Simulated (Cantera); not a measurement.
# Hydrogen reduction and annealing atmospheres: V2O3 + H2 + H2O

A closed system holds: 1 mol V2O3, 1000 mol H2, 5.7 mol H2O, held at 0.0750 bar.

Cantera equilibrium calculation (NASA polynomials, part measured and part estimated; ideal gas, pure solids and liquids). Candidate condensed phases: H2O, V, VO, V2O3, V2O4, V2O5; 12 gas species. VO: taken at fixed stoichiometry. Condensed phases not in the tables: the oxides between V2O3 and V2O5 other than VO2. The numbers say what is thermodynamically allowed, not how fast it happens.

From 1175 K to 1575 K the condensed part is V2O3(s). From 1625 K to 1725 K the condensed part is VO(s).

| T (K) | x H2 | x H2O | x H | x VO2 | x OH | x VO | x V | n V2O3(s) | n VO(s) |
|---|---|---|---|---|---|---|---|---|---|
| 1175 | 0.994 | 0.00567 | 4.46e-7 | <1e-12 | 1.77e-11 | <1e-12 | <1e-12 | 1.00 | 0 |
| 1225 | 0.994 | 0.00567 | 1.13e-6 | 1.16e-12 | 5.89e-11 | <1e-12 | <1e-12 | 1.00 | 0 |
| 1275 | 0.994 | 0.00567 | 2.68e-6 | 7.38e-12 | 1.78e-10 | <1e-12 | <1e-12 | 1.00 | 0 |
| 1325 | 0.994 | 0.00567 | 5.95e-6 | 4.08e-11 | 4.95e-10 | 1.14e-12 | <1e-12 | 1.00 | 0 |
| 1375 | 0.994 | 0.00567 | 1.25e-5 | 1.99e-10 | 1.28e-9 | 7.94e-12 | <1e-12 | 1.00 | 0 |
| 1425 | 0.994 | 0.00567 | 2.48e-5 | 8.62e-10 | 3.10e-9 | 4.81e-11 | <1e-12 | 1.00 | 0 |
| 1475 | 0.994 | 0.00567 | 4.72e-5 | 3.37e-9 | 7.05e-9 | 2.56e-10 | <1e-12 | 1.000 | 0 |
| 1525 | 0.994 | 0.00567 | 8.61e-5 | 1.20e-8 | 1.52e-8 | 1.22e-9 | 5.55e-12 | 1.000 | 0 |
| 1575 | 0.994 | 0.00567 | 0.000151 | 3.94e-8 | 3.13e-8 | 5.24e-9 | 3.43e-11 | 1.000 | 0 |
| 1625 | 0.993 | 0.00666 | 0.000257 | 1.28e-7 | 7.25e-8 | 1.86e-8 | 1.46e-10 | 0 | 2.00 |
| 1675 | 0.993 | 0.00666 | 0.000422 | 3.22e-7 | 1.37e-7 | 5.96e-8 | 6.44e-10 | 0 | 2.00 |
| 1725 | 0.993 | 0.00666 | 0.000676 | 7.69e-7 | 2.50e-7 | 1.78e-7 | 2.60e-9 | 0 | 2.00 |
x: gas mole fraction; n: condensed amount in mol.
